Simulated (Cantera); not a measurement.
Input: 1 mol Pb, 3.4 mol CO, 2.4 mol N₂, held at 800 K and 3300 Pa.

Equilibrium computed with Cantera from the NASA thermochemical tables; the gas is ideal and each condensed phase is pure. Candidate condensed phases: C, Pb, PbO, PbO₂, Pb₃O₄; 27 gas species. Rates play no part.

Base state: N₂ 0.508, CO 0.264, CO₂ 0.228 (mole fractions); condensed: C(graphite) + Pb(l).

### Question
What changes in the equilibrium state with this change: pressure from 3300 Pa to 79.0 Pa?

### Answer
```csv
species,before,after
CO,0.264,0.552
N₂,0.508,0.424
CO₂,0.228,0.0238
Pb,1.86e-6,7.78e-5
"C(graphite), mol",1.08,0.135
"Pb(l), mol",1.000,1.000
```

### Question
What changes in the equilibrium state with this change: N₂ from 2.4 to 200 mol?

### Answer
```tsv
species	before	after
N₂	0.508	0.984
CO	0.264	0.0152
CO₂	0.228	0.000755
C(graphite), mol	1.08	0.153
Pb(l), mol	1.000	1.000
```

### Question
What changes in the equilibrium state with this change: Pb replaced by Cu?

### Answer
```csv
species,before,after
N₂,0.508,0.508
CO,0.264,0.264
CO₂,0.228,0.228
"C(graphite), mol",1.08,1.08
"Pb(l), mol",1.000,0
"Cu(s), mol",0,1.00
```
Further candidate phases: Cu, CuO, Cu₂O.
